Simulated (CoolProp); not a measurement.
Oxygen at 298.15 K and 0.122 MPa flows at 0.087 m/s in a round tube of 20 mm bore and 0.25 µm roughness, fully developed (64/Re and Nu = 3.66 if laminar; Colebrook and Gnielinski if turbulent). Each further row changes one setting.

The numbers come from the reference Helmholtz-energy equation of state, Schmidt 1985 in CoolProp.

| case | Reynolds number | Darcy friction factor | pressure drop (Pa/m) | heat-transfer coefficient (W/(m² K)) | mass flow (kg/h) |
|---|---|---|---|---|---|
| as stated | 133 | 0.480 | 0.143 | 4.82 | 0.155 |
| velocity 0.174 m/s | 267 | 0.240 | 0.286 | 4.82 | 0.310 |
| diameter 40 mm | 267 | 0.240 | 0.0358 | 2.41 | 0.620 |

Viscosity comes from a separate model (Lemmon 2004). Thermal conductivity comes from a separate model (Lemmon 2004).
